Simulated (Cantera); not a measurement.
## Low-pressure radical oxidation in H2/O2

An isothermal, constant-pressure homogeneous reactor starts with H₂ : O₂ = 0.013 : 1 (molar parts), at 1323 K and 7.20 Torr.

Cantera simulation using the H2/O2 subset of GRI-Mech 3.0, which has no nitrogen chemistry; the numbers are that mechanism's predictions, not measurements. Radical loss at walls, strong at low pressure, is not modelled.

```
t (s)         x H₂   x O₂    x H₂O    x H₂O₂       x H
--------  --------  -----  -------  --------  --------
0.000400    0.0128  0.987  1.83e-8  1.07e-11   7.21e-9
0.00114     0.0128  0.987  3.40e-7  8.16e-11   4.80e-8
0.00325     0.0127  0.987  6.67e-5  5.94e-10   7.29e-6
0.00928   0.000125  0.975   0.0116   1.58e-8  0.000601
0.0265     6.37e-5  0.976   0.0118   1.26e-8  0.000512
0.0755     5.78e-5  0.977   0.0119   1.24e-8  0.000440
0.215      4.48e-5  0.979   0.0121   1.17e-8  0.000296
0.615      2.45e-5  0.983   0.0124   9.78e-9  0.000117
1.75       7.94e-6  0.986   0.0126   6.25e-9   2.13e-5
5.00       1.65e-6  0.987   0.0128   2.67e-9   2.00e-6
```
x: mole fraction; the columns are a selection and need not sum to one.

Equilibrium at this temperature and pressure: H₂ 1.73e-8, O₂ 0.987, H₂O 0.0129, H₂O₂ 8.19e-11, H 2.14e-9 (gas phase only).
